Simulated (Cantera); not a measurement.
# Thermodynamics of hydrogen reduction and annealing atmospheres, feed TiO2 + H2 + H2O

Charge: 1 mol TiO2, 62 mol H2, 0.55 mol H2O, held at 13.3 mbar.

Method: chemical equilibrium by Gibbs-energy minimisation in Cantera with the NASA 1993 tables (ideal gas, pure condensed phases). Candidate condensed phases: H2O, Ti, TiO, TiO2, Ti2O3, Ti3O5, Ti4O7; 12 gas species. Condensed phases not in the tables: Magnéli phases beyond Ti4O7. Equilibrium is a limit: real reactors are often held back by kinetics, nucleation or transport.

```
T (K)   x H2    x H2O       x H     x OH  n TiO2(rutile)  n Ti4O7(s)  n Ti3O5(s)
-----  -----  -------  --------  -------  --------------  ----------  ----------
1423   0.991  0.00879   5.73e-5  1.10e-8            1.00           0           0
1473   0.987   0.0128  0.000109  3.67e-8               0       0.250           0
1523   0.987   0.0128  0.000199  7.94e-8               0       0.250           0
1573   0.987   0.0128  0.000350  1.64e-7               0       0.250           0
1623   0.987   0.0128  0.000595  3.23e-7               0       0.250           0
1673   0.985   0.0141  0.000979  6.75e-7               0           0       0.333
1723   0.984   0.0141   0.00157  1.23e-6               0           0       0.333
1773   0.983   0.0141   0.00244  2.17e-6               0           0       0.333
1823   0.982   0.0141   0.00372  3.71e-6               0           0       0.333
```
x: gas mole fraction; n: condensed amount in mol.

At 1423 K the condensed part is TiO2(rutile). From 1473 K to 1623 K the condensed part is Ti4O7(s). From 1673 K to 1823 K the condensed part is Ti3O5(s).
